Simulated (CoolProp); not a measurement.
A closed Brayton cycle with nitrogen: compressor inlet 320.15 K and 1.9 MPa, high pressure 5.99 MPa, turbine inlet 875 K, compressor efficiency 0.85, turbine efficiency 0.85, recuperator effectiveness 0.95 (on enthalpy, no pinch check). Each further row changes one setting.

The numbers come from the reference Helmholtz-energy equation of state, Span 2000 in CoolProp.

```tsv
case	thermal efficiency (%)	net work (kJ/kg)	compressor to turbine work	compressor exit (K)	turbine exit (K)
as stated	28.9	68.0	0.69	466.9	679.2
turbine inlet 825 K	25.0	55.0	[?]	466.9	638.7
compressor inlet 330.15 K	[?]	[?]	0.72	[?]	679.2
high pressure 5.09 MPa	[?]	65.5	[?]	443.1	[?]
recuperator effectiveness 0.5	20.1	68.0	0.69	466.9	679.2
```

**Question.** Complete the blanks.

**Answer.** 
- turbine inlet 825 K, compressor to turbine work: 0.74
- compressor inlet 330.15 K, thermal efficiency (%): 26.9
- compressor inlet 330.15 K, net work (kJ/kg): 63.0
- compressor inlet 330.15 K, compressor exit (K): 481.3
- high pressure 5.09 MPa, thermal efficiency (%): 31.2
- high pressure 5.09 MPa, compressor to turbine work: 0.66
- high pressure 5.09 MPa, turbine exit (K): 703.8
